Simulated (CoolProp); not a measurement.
R134a at 217.04 K and 0.0146 MPa is throttled through a valve to 0.00815 MPa with no heat exchange. Each further row changes one setting.

Values from CoolProp's reference Helmholtz-energy equation of state, Tillner-Roth 1994.

| case | temperature change (K) | final density (kg/m³) |
|---|---|---|
| as stated | [?] | [?] |
| outlet pressure 0.00244 MPa | [?] | [?] |
| outlet pressure 0.0106 MPa | [?] | [?] |

Task: Complete the blanks.

Result: 
- as stated, temperature change (K): -0.5
- as stated, final density (kg/m³): 0.464
- outlet pressure 0.00244 MPa, temperature change (K): -0.9
- outlet pressure 0.00244 MPa, final density (kg/m³): 0.139
- outlet pressure 0.0106 MPa, temperature change (K): -0.3
- outlet pressure 0.0106 MPa, final density (kg/m³): 0.605
